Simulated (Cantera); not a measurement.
Silicon oxide and oxynitride deposition: SiH4 + CO2

Feed: 1 mol SiH4, a varied amount of CO2, at 1252 °C and 0.290 bar.

Method: chemical equilibrium by Gibbs-energy minimisation in Cantera with the NASA 1993 tables (ideal gas, pure condensed phases). Candidate condensed phases: C, C6H6, C7H8, C8H18, H2O, Si, SiC, SiO2; 123 gas species. Mutual solubility and eutectic melting of coexisting phases are not modelled. The tables hold silica as quartz up to 1696 K and as liquid above; real silica turns to tridymite and cristobalite and melts near 1996 K. Gases not in the tables: Si(OH)4. Equilibrium is a limit: real reactors are often held back by kinetics, nucleation or transport.

| n(CO2) (mol) | log p H2 | log p CO | log p CO2 | log p H2O | log p SiO | n Si(s) | n SiC(s) | n SiO2(β-quartz) | n C(graphite) |
|---|---|---|---|---|---|---|---|---|---|
| 0.1 | -0.54 | -4.62 | -10.42 | -5.90 | -3.09 | 0.797 | 0.0998 | 0.0971 | 0 |
| 0.19 | -0.54 | -4.62 | -10.42 | -5.90 | -3.09 | 0.617 | 0.190 | 0.187 | 0 |
| 0.33 | -0.54 | -4.62 | -10.42 | -5.90 | -3.09 | 0.337 | 0.330 | 0.327 | 0 |
| 0.59 | -0.56 | -1.79 | -6.64 | -4.98 | -4.04 | 0 | 0.470 | 0.530 | 0 |
| 1.1 | -0.59 | -1.48 | -6.22 | -4.91 | -4.14 | 0 | 0.0300 | 0.969 | 0.808 |
| 1.9 | -0.82 | -0.86 | -5.00 | -4.52 | -4.75 | 0 | 0 | 1.000 | 0.0995 |
| 3.4 | -1.18 | -0.83 | -1.47 | -1.39 | -8.25 | 0 | 0 | 1.00 | 0 |
| 6.1 | -1.65 | -0.92 | -1.01 | -1.31 | -8.80 | 0 | 0 | 1.00 | 0 |
log p: log10 of the partial pressure in bar; n: condensed amount in mol.

From 0.1 mol CO2 to 0.33 mol CO2 the condensed part is Si(s) + SiC(s) + SiO2(β-quartz). At 0.59 mol CO2 the condensed part is SiC(s) + SiO2(β-quartz). At 1.1 mol CO2 the condensed part is C(graphite) + SiC(s) + SiO2(β-quartz). At 1.9 mol CO2 the condensed part is C(graphite) + SiO2(β-quartz). From 3.4 mol CO2 to 6.1 mol CO2 the condensed part is SiO2(β-quartz).
